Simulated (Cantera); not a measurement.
A perfectly stirred reactor is fed with CH4 : O2 : N2 = 1 : 1.25 : 9.5 (molar parts), equivalence ratio 1.6, at 0.987 atm; it is adiabatic with a 450 K inlet, and is followed from long to short residence time, starting on the burning branch (τ in s: 0.17, 0.078, 0.035, 0.016, 0.0071, 0.0032, 0.0014, 0.00064, 0.00029, 0.00013, 5.9e-05, 2.6e-05, 1.2e-05).

Detailed kinetics in Cantera: GRI-Mech 3.0 (53 species, 325 reactions).

Problem. What does this change do: pressure from 0.987 atm to 3.16 atm?

Solution. 
| quantity | before | after |
|---|---|---|
| blow-out, bracketed by the residence times tried | burning at 78.0 ms, out at 35.0 ms | burning at 35.0 ms, out at 16.0 ms |
| x(CH4) at τ = 0.170 s | 0.00958 | 0.0123 |
| x(O2) at τ = 0.170 s | 0.00430 | 0.00341 |
| x(HCN) at τ = 0.170 s | 1.87e-7 | 6.48e-8 |
| x(CH3) at τ = 0.170 s | 9.84e-5 | 4.93e-5 |
| x(CH2) at τ = 0.170 s | 8.05e-8 | 2.33e-8 |
| x(CH4) at τ = 1.40 ms | 0.0851 | 0.0851 |
| x(O2) at τ = 1.40 ms | 0.106 | 0.106 |
| x(HCN) at τ = 1.40 ms | <1e-12 | <1e-12 |
| x(CH3) at τ = 1.40 ms | <1e-12 | <1e-12 |
| x(CH2) at τ = 1.40 ms | <1e-12 | <1e-12 |
